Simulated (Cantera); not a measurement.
**Gas-phase reforming**

An isothermal, constant-pressure homogeneous reactor starts with CH4 : CO2 : H2 = 1 : 0.31 : 0.28 (molar parts), at 1500 K and 0.490 bar.

Detailed kinetics in Cantera: GRI-Mech 3.0 (53 species, 325 reactions). GRI-Mech 3.0 stops at C3 and has no aromatics, soot or wall deposition, so with more carbon than oxygen in the feed, carbon stays in small species such as C2H2 where larger ones or solid carbon would form.

```
t (s)      x CH4    x CO2   x H2     x C2H    x C2H6
--------  ------  -------  -----  --------  --------
2.00e-6    0.629    0.195  0.176    <1e-12  3.10e-12
1.10e-5    0.629    0.195  0.176    <1e-12  5.71e-10
6.03e-5    0.629    0.195  0.176    <1e-12   9.51e-8
0.000331   0.629    0.195  0.176    <1e-12   1.18e-5
0.00182    0.628    0.195  0.177    <1e-12  0.000235
0.0100     0.622    0.194  0.180  1.08e-11  0.000767
0.0549     0.583    0.186  0.206  3.86e-10  0.000709
0.302      0.429    0.142  0.307   2.50e-9  0.000363
1.66       0.163   0.0319  0.447   7.08e-9   7.33e-5
9.10      0.0679  0.00865  0.543   8.82e-9   2.61e-5
50.0      0.0620  0.00239  0.599   6.16e-9   2.13e-5
```
x: mole fraction; the columns are a selection and need not sum to one.

Equilibrium at this temperature and pressure: CH4 0.0598, CO2 1.32e-7, H2 0.615, C2H 5.44e-9, C2H6 1.97e-5 (gas phase only).
